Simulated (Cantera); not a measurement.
Input: 1 mol Ti, 2.6 mol O2, 1.5 mol H2, equilibrated at 1330 Pa.

Method: chemical equilibrium by Gibbs-energy minimisation in Cantera with the NASA 1993 tables (ideal gas, pure condensed phases). Candidate condensed phases: H2O, Ti, TiO, TiO2, Ti2O3, Ti3O5, Ti4O7; 12 gas species. Rates play no part.

x: gas mole fraction; n: condensed amount in mol.

| T (K) | x H2O | x O2 | x OH | x O | x H2 | x H | x TiO2 | n TiO2(rutile) | n TiO2(l) |
|---|---|---|---|---|---|---|---|---|---|
| 875 | 0.638 | 0.362 | 6.01e-8 | 1.07e-11 | 1.14e-11 | <1e-12 | <1e-12 | 1.00 | 0 |
| 975 | 0.638 | 0.362 | 5.93e-7 | 3.76e-10 | 3.74e-10 | <1e-12 | <1e-12 | 1.00 | 0 |
| 1075 | 0.638 | 0.362 | 3.83e-6 | 6.83e-9 | 6.44e-9 | 1.02e-11 | <1e-12 | 1.00 | 0 |
| 1175 | 0.638 | 0.362 | 1.80e-5 | 7.61e-8 | 6.87e-8 | 2.78e-10 | <1e-12 | 1.00 | 0 |
| 1275 | 0.638 | 0.362 | 6.65e-5 | 5.82e-7 | 5.07e-7 | 4.55e-9 | <1e-12 | 1.00 | 0 |
| 1375 | 0.638 | 0.362 | 0.000203 | 3.32e-6 | 2.81e-6 | 4.98e-8 | <1e-12 | 1.00 | 0 |
| 1475 | 0.638 | 0.362 | 0.000534 | 1.49e-5 | 1.24e-5 | 3.95e-7 | 3.24e-11 | 1.00 | 0 |
| 1575 | 0.637 | 0.361 | 0.00124 | 5.57e-5 | 4.52e-5 | 2.42e-6 | 7.91e-10 | 1.00 | 0 |
| 1675 | 0.636 | 0.361 | 0.00260 | 0.000178 | 0.000141 | 1.20e-5 | 1.30e-8 | 1.00 | 0 |
| 1775 | 0.634 | 0.360 | 0.00502 | 0.000497 | 0.000390 | 4.95e-5 | 1.56e-7 | 1.00 | 0 |
| 1875 | 0.631 | 0.358 | 0.00900 | 0.00125 | 0.000962 | 0.000176 | 1.41e-6 | 1.000 | 0 |
| 1975 | 0.624 | 0.355 | ___ | ___ | ___ | ___ | ___ | 1.000 | 0 |
| 2075 | 0.613 | 0.351 | ___ | ___ | ___ | ___ | ___ | 1.000 | 0 |
| 2175 | 0.595 | 0.344 | 0.0365 | 0.0117 | 0.00856 | 0.00391 | 0.000280 | 0 | 0.999 |

### Question
What belongs in the gaps?

### Answer

- 1975, x OH: 0.0152
- 1975, x O: 0.00284
- 1975, x H2: 0.00216
- 1975, x H: 0.000551
- 1975, x TiO2: 1.02e-5
- 2075, x OH: 0.0241
- 2075, x O: 0.00598
- 2075, x H2: 0.00447
- 2075, x H: 0.00154
- 2075, x TiO2: 6.05e-5
